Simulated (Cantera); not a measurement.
Ignition delay

Mixture: CH4 : CO : O2 : N2 = 1 : 0.18 : 0.95 : 3.57 (molar parts), at 0.553 atm, adiabatic and at constant volume. Ignition delay is the time to a rise of 400 K.

Computed with Cantera and GRI-Mech 3.0 (53 species, 325 reactions).

```
T0 (K)  delay (ms)
------  ----------
1275          42.7
1325          21.2
1375          10.9
1425          5.86
1475          3.27
1525          1.90
1575          1.16
1625         0.735
1675         0.485
1725         0.332
```

```
Property                                                Result
--------------------------------------------------  ----------
apparent activation energy between 1625 and 1725 K  190 kJ/mol
```
